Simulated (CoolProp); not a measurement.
R115 along the isotherm 228.7 K: Z from the reference equation and from simpler models built on Tc = 353.1 K, pc = 3.129 MPa, ω = 0.248; each cubic takes its own stable root.

Computed with CoolProp (reference Helmholtz-energy equation of state, Lemmon 2016).

```
p (MPa)   phase  reference
-------  ------  ---------
0.313    liquid    0.01624
0.626    liquid    0.03246
0.939    liquid    0.04865
1.25     liquid    0.06472
1.56     liquid    0.08071
1.88     liquid    0.09719
2.19     liquid     0.1131
2.5      liquid     0.1291
2.82     liquid     0.1455
3.13     liquid     0.1614
3.44     liquid     0.1772
3.76     liquid     0.1936
4.07     liquid     0.2094
4.38     liquid     0.2252
4.69     liquid     0.2410
```

Q: How far does each simpler model (Redlich-Kwong, Soave-Redlich-Kwong) lie from the reference over these 15 states: mean and median of the absolute difference, and the worst?

A: 
- Redlich-Kwong: mean 8.4 %, median 8.4 %, worst +9.1 % at 228.7 K and 0.313 MPa
- Soave-Redlich-Kwong: mean 5.1 %, median 5.0 %, worst +5.4 % at 228.7 K and 0.313 MPa
